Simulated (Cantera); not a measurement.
Feed: 1 mol C₃H₆, 0.46 mol NH₃, at 925 K.

Method: chemical equilibrium by Gibbs-energy minimisation in Cantera with the NASA 1993 tables (ideal gas, pure condensed phases). Candidate condensed phases: C, C₆H₆, C₇H₈, C₈H₁₈; 92 gas species. Rates play no part.

Question: At 0.400 bar, list the 4 most abundant gas species with their mole fractions, and the condensed phases.

Answer: H₂ 0.869, CH₄ 0.0685, N₂ 0.0627, NH₃ 8.06e-5. Condensed: C(graphite).
